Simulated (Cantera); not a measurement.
Input: 1 mol SiH2Cl2, 12 mol NH3, at 1525 °C and 0.0620 bar.

Equilibrium computed with Cantera from the NASA thermochemical tables; the gas is ideal and each condensed phase is pure. Candidate condensed phases: NH4Cl, Si, Si3N4; 28 gas species. The tables' values for SiCl3, SiCl are old estimates; treat these amounts as uncertain. Gases not in the tables: Si2H6 and higher silanes. Equilibrium is a limit: real reactors are often held back by kinetics, nucleation or transport.

Base state: H2 0.715, N2 0.216, HCl 0.0570, SiCl2 0.0104, H 0.00120, SiCl3 8.93e-5, Cl 7.30e-5, SiCl 5.42e-5 (mole fractions); condensed: Si3N4(s).

**Question.** What changes in the equilibrium state with this change: NH3 from 12 to 35 mol?

**Answer.** 
```csv
species,before,after
H2,0.715,0.736
N2,0.216,0.237
HCl,0.0570,0.0244
SiCl2,0.0104,0.00175
SiCl3,8.93e-5,6.31e-6
SiCl,5.42e-5,2.15e-5
"Si3N4(s), mol",0.243,0.289
```
The tables' values for SiCl are old estimates; treat these amounts as uncertain.
